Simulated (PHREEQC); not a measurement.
# Leach liquor: an equilibrium model

A solution holds 32 mmol/kgw H2SO4, 0.19 mmol/kgw Li2SO4 and 0.33 mmol/kgw Fe2(SO4)3, at 25 °C. Closed to the air; pH follows from the charge balance.

Computed with PHREEQC (ion-association model, phreeqc.dat).

```json
{
  "pH": "1.44",
  "ionic_strength": "0.0549 mol/kgw",
  "specific_conductance": "15100 µS/cm",
  "density": "0.999 g/cm³",
  "total_alkalinity": "-65.3 meq/kg"
}
```

```tsv
species	molality	activity	log γ
H+	0.0425	0.0361	-0.071
HSO4-	0.0214	0.0175	-0.088
SO4-2	0.0111	0.00498	-0.347
FeSO4+	0.000486	0.000398	-0.086
Li+	0.000372	0.000308	-0.082
FeHSO4+2	8.69e-5	3.85e-5	-0.354
Fe(SO4)2-	5.31e-5	4.33e-5	-0.088
Fe+3	3.15e-5	7.29e-6	-0.635
LiSO4-	8.16e-6	6.69e-6	-0.086
FeOH+2	2.88e-6	1.30e-6	-0.345
Fe(OH)2+	1.45e-8	1.19e-8	-0.084
Fe2(OH)2+4	1.19e-9	4.56e-11	-1.415
```

Precipitation was switched off in this run. Examples of supersaturated solids here: Hematite (slow to form), Goethite (slow to form). Others may be too. Species that the database lacks are ignored.
